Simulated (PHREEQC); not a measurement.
Consider water at 20 °C and 100 atm with 0.051 mol/kgw KOH, 4.5e-05 mol/kgw K2SiO3 and 0.018 mol/kgw (CH3)4NCl. Closed to the air; pH follows from the charge balance.

Model: ion-association model, phreeqc.dat, run in PHREEQC.

Task: The ionic strength comes out as 0.0691 mol/kgw. What activity coefficients do K+, OH-, H2SiO4-2, Cl-, H3SiO4- get?

Result: K+ 0.79, OH- 0.79, H2SiO4-2 0.44, Cl- 0.79, H3SiO4- 0.80.

No solid was allowed to form. Under pressure, the constants of complexes without a molar volume in the database are unreliable. (CH3)4N+ isn't in the database: it is added as a free cation with an ion size of 4 Å.
